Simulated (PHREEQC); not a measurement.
A solution holds 0.01 mol HF, 0.00051 mol H2SiF6, 6.1e-05 mol H3AsO4 and 0.00036 mol HNO3 per kg of water, at 38 °C. Closed to the air; pH follows from the charge balance.

All values are PHREEQC results (ion-association model, wateq4f.dat), not measurements.

Precipitation was switched off in this run.

Problem. Estimate the pH.

Solution. pH 2.54.

Problem. In which forms is F present?

Solution. HF 62 %, SiF6-2 23 %, F- 12 %, H2F2 1.6 %, HF2- 0.8 % of the F.

Constants without temperature data keep their 25 °C values here. SiF6-2 is the database's only silicon fluoride.
